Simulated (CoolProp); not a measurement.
Saturation properties of trans-2-butene.

Computed with CoolProp (reference Helmholtz-energy equation of state, Lemmon 2005). It is a short technical equation, of lower accuracy than the large ones.

```tsv
T (°C)	p (MPa)	liquid density (kg/m³)	vapour density (kg/m³)	enthalpy of vaporisation (kJ/kg)	surface tension (mN/m)
55.75	0.5598	559.5	13.25	…	9.46
62.15	0.6569	…	15.52	337.6	8.74
68.55	0.7659	541.6	18.11	328.8	8.02
75.05	0.8899	532.0	21.09	319.3	7.31
81.45	1.026	522.1	24.44	309.5	6.62
87.85	1.177	511.8	28.26	299.1	5.94
94.25	1.343	501.0	32.61	287.9	5.28
100.65	1.527	489.6	37.61	…	4.63
107.05	1.729	…	43.37	263.0	4.00
```

Q: What belongs in the gaps?

A: 
- 55.75, enthalpy of vaporisation (kJ/kg): 345.9
- 62.15, liquid density (kg/m³): 550.7
- 100.65, enthalpy of vaporisation (kJ/kg): 275.9
- 107.05, liquid density (kg/m³): 477.4

It boils at 0.9 °C under 1 atm.

Surface tension comes from a separate correlation (Mulero 2014).
